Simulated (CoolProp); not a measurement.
Methanol along the isobar 8670 kPa: fugacity coefficient from the reference equation and from simpler models built on Tc = 513.4 K, pc = 8216 kPa, ω = 0.565; each cubic takes its own stable root.

Computed with CoolProp (reference Helmholtz-energy equation of state, de Reuck 1993).

```tsv
T (K)	phase	reference	van der Waals	Redlich-Kwong	Soave-Redlich-Kwong
490.8	liquid	0.4801	0.6005	0.5472	0.5075
503.8	liquid	0.5632	0.6414	0.6021	___
516.7	supercritical	0.6448	0.6790	___	0.6562
529.6	supercritical	0.6918	0.7059	0.6836	0.6963
542.5	supercritical	0.7260	0.7259	0.7080	0.7277
555.4	supercritical	0.7532	0.7433	0.7291	___
568.3	supercritical	0.7755	0.7588	0.7479	0.7789
581.3	supercritical	0.7941	0.7731	0.7650	0.8006
594.2	supercritical	0.8095	0.7860	0.7804	0.8201
607.1	supercritical	0.8223	0.7979	0.7945	0.8377
620	supercritical	0.8330	0.8089	0.8075	0.8538
```

Question: Some entries are withheld; supply them.

Answer: 
- 503.8, Soave-Redlich-Kwong: 0.5858
- 516.7, Redlich-Kwong: 0.6519
- 555.4, Soave-Redlich-Kwong: 0.7549
